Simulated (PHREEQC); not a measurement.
Solution (25 °C): 0.024 mol/kgw KH2PO4 and 0.00067 mol/kgw HCl. Closed to the air; pH follows from the charge balance.

The numbers come from PHREEQC with the ion-association model, wateq4f.dat.

```tsv
quantity	before	after
pH	3.78	3.75
H3PO4 (mol/kgw)	0.000495	0.000480
HPO4-2 (mol/kgw)	1.36e-5	1.12e-5
KHPO4- (mol/kgw)	3.52e-7	2.67e-7
```

Question: Which change was made?
A. KH2PO4 from 0.024 to 0.0264 mol/kgw
B. HCl from 0.00067 to 0.00101 mol/kgw
C. KH2PO4 from 0.024 to 0.0216 mol/kgw
D. 0.00033 mol/kgw CsOH added

Answer: C, KH2PO4 from 0.024 to 0.0216 mol/kgw

Precipitation was switched off in this run. H3PO4, which wateq4f.dat lacks, is added to it with the constant of phreeqc.dat.
